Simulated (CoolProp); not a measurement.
trans-2-butene along the isotherm 251.85 °C: density (kg/m³) from the reference equation and from simpler models built on Tc = 155.5 °C, pc = 4019 kPa, ω = 0.210; each cubic takes its own stable root.

The numbers come from the reference Helmholtz-energy equation of state, Lemmon 2005 in CoolProp. It is a short technical equation, of lower accuracy than the large ones.

| p (kPa) | phase | reference |
|---|---|---|
| 1670 | gas | 23.21 |
| 3350 | gas | 50.92 |
| 5020 | supercritical | 84.32 |
| 6700 | supercritical | 125.1 |
| 8370 | supercritical | 171.6 |
| 10000 | supercritical | 217.5 |
| 11700 | supercritical | 259.0 |
| 13400 | supercritical | 291.6 |
| 15100 | supercritical | 317.0 |
| 16700 | supercritical | 336.2 |
| 18400 | supercritical | 353.0 |
| 20100 | supercritical | 367.3 |

Question: How far does each simpler model (ideal gas, Redlich-Kwong, Soave-Redlich-Kwong, Peng-Robinson) lie from the reference over these 12 states: mean and median of the absolute difference, and the worst?

Answer: 
- ideal gas: mean 31.4 %, median 34.6 %, worst -41.9 % at 251.85 °C and 11700 kPa
- Redlich-Kwong: mean 2.9 %, median 2.8 %, worst -4.9 % at 251.85 °C and 18400 kPa
- Soave-Redlich-Kwong: mean 7.6 %, median 9.7 %, worst -11.5 % at 251.85 °C and 13400 kPa
- Peng-Robinson: mean 2.5 %, median 2.2 %, worst -4.8 % at 251.85 °C and 11700 kPa
